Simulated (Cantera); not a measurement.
Thermodynamics of abatement and gas-phase synthesis, feed S + O2

Charge: 1 mol S, 0.069 mol O2, held at 902 °C and 31.0 Pa.

These are equilibrium values from Cantera (NASA tables, ideal gas, pure condensed phases), not measurements of a reactor. Candidate condensed phases: S; 10 gas species. Gases not in the tables: S3 to S7. Equilibrium is a limit: real reactors are often held back by kinetics, nucleation or transport.

The x(S2) is 0.869 and the x(SO2) is 0.127. The x(S2O) comes out as 0.00232, the x(SO) is 0.00151 and the x(S) comes out as 1.76e-5. The gas amount is 0.5344 mol and the log10 activity of S(l) (absent) is -2.54.
